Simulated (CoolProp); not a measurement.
Aqueous potassium acetate as a coolant, at 25 °C, 1 atm.

Computed with CoolProp (Melinder's fits for secondary coolants).

| mass % | freezing point (°C) | viscosity (mPa s) | cp (kJ/(kg K)) | density (kg/m³) | Prandtl number |
|---|---|---|---|---|---|
| 4.4 | -1.7 | 0.991 | 4.015 | 1022 | 6.73 |
| 8.7 | -3.8 | 1.10 | 3.867 | 1043 | … |
| 12.9 | … | 1.23 | 3.733 | 1063 | 8.15 |
| 17.2 | -9.0 | 1.37 | 3.603 | 1085 | 9.04 |
| 21.4 | -12.5 | 1.54 | 3.481 | … | 10.1 |
| 25.7 | -17.1 | 1.76 | 3.359 | 1131 | 11.3 |
| 30 | -23.1 | 2.03 | 3.240 | 1155 | … |
| 34.2 | -30.4 | … | 3.126 | 1179 | 15.0 |

What belongs in the gaps?


- 8.7, Prandtl number: 7.39
- 12.9, freezing point (°C): -6.2
- 21.4, density (kg/m³): 1107
- 30, Prandtl number: 13.0
- 34.2, viscosity (mPa s): 2.37
